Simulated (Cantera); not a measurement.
Input (Python, Cantera) and output of one run.

```python
import numpy as np
import cantera as ct

gas_names = [...]  # 131 gases of nasa_gas.yaml made of C, H, Na, O, S
cond_names = """
    C(gr) C6H6(L) C7H8(L) C8H18(L),n-octa H2O(s) H2O(L) H2SO4(L) Na(cr) Na(L) NaOH(a) NaOH(L) NaO2(s)
    Na2CO3(I) Na2CO3(II) Na2CO3(L) Na2O(c) Na2O(a) Na2O(L) Na2O2(a) Na2O2(b) Na2S(1) Na2S(2) Na2S(L)
    Na2SO4(V) Na2SO4(IV) Na2SO4(I) Na2SO4(L) S(cr1) S(cr2) S(L)
""".split()


# ... load() reads the species with a 1 bar reference pressure and builds the phases ...
atoms = {
    'Na2CO3': {'Na': 2, 'C': 1, 'O': 3},
    'H2S': {'H': 2, 'S': 1},
    'H2O': {'H': 2, 'O': 1},
}
top_T = {'C(gr)': 4500, 'NaO2(s)': 800, 'Na2O2(b)': 940}  # K; cautious upper limits of use, not melting points


# ... equilibrate(T, P, feed) seeds the gas with the atoms and calls Mixture.equilibrate('TP', solver="vcs", rtol=1e-11, max_steps=5000) ...
results = []
T = 800  # K
P = 101325  # Pa
for m in [0.053, 0.075, 0.11, 0.15, 0.21, 0.3, 0.43, 0.6, 0.85, 1.2, 1.7]:
    feed = {'Na2CO3': 1, 'H2S': 0.54, 'H2O': m}  # mol
    mix = equilibrate(T, P, feed)
    results.append((T, P, feed, dict(zip(mix.species_names, mix.species_moles))))

top = {s: max(r[3][s] / sum(r[3][g] for g in gas_names) for r in results) for s in gas_names}
cols = sorted((s for s in top if top[s] > 1e-06), key=lambda s: -top[s])[:8]
seen = [c for c in cond_names if any(r[3].get(c, 0) > 1e-12 for r in results)]
print("log10 of partial pressures in bar; condensed amounts in mol")
print(f"{'n(H2O)':>10s}" + "".join(f"{s[:9]:>10s}" for s in cols + seen))
for T, P, feed, n in results:
    ng = sum(n[g] for g in gas_names)
    print(f"{feed['H2O']:10.4g}" + "".join(f"{np.log10(max(n[s] / ng * P / 1e5, 1e-99)):10.3f}" for s in cols)
          + "".join(f"{n.get(c, 0):10.4g}" for c in seen))
```

Output:

```
log10 of partial pressures in bar; condensed amounts in mol
    n(H2O)       H2S       H2O       CO2        H2       COS        S2        CO       CS2 Na2CO3(II   Na2S(1) Na2SO4(I)
     0.053    -0.111    -0.818    -1.156    -1.964    -2.558    -2.897    -2.927    -4.581    0.9533   0.04519  0.001503
     0.075    -0.117    -0.765    -1.214    -1.911    -2.675    -3.014    -2.986    -4.756    0.9583   0.03983  0.001841
      0.11    -0.129    -0.692    -1.300    -1.838    -2.846    -3.185    -3.071    -5.013    0.9645   0.03312  0.002378
      0.15    -0.146    -0.623    -1.386    -1.769    -3.018    -3.357    -3.157    -5.272    0.9696   0.02743  0.002996
      0.21    -0.173    -0.541    -1.495    -1.687    -3.237    -3.576    -3.267    -5.599    0.9747    0.0214  0.003938
       0.3    -0.214    -0.452    -1.625    -1.599    -3.496    -3.835    -3.396    -5.988    0.9792    0.0154  0.005377
      0.43    -0.271    -0.368    -1.765    -1.514    -3.777    -4.116    -3.537    -6.410    0.9828  0.009684   0.00749
       0.6    -0.336    -0.298    -1.901    -1.444    -4.049    -4.388    -3.673    -6.817    0.9853  0.004373   0.01028
      0.85    -0.421    -0.234    -2.002    -1.392    -4.298    -4.660    -3.785    -7.214    0.9859         0   0.01408
       1.2    -0.522    -0.180    -1.989    -1.380    -4.440    -4.886    -3.814    -7.511    0.9819         0   0.01813
       1.7    -0.636    -0.137    -1.985    -1.377    -4.593    -5.120    -3.851    -7.822    0.9765         0    0.0235
```

Cantera equilibrium calculation (NASA polynomials, part measured and part estimated; ideal gas, pure solids and liquids). Gases not in the tables: S3 to S7.
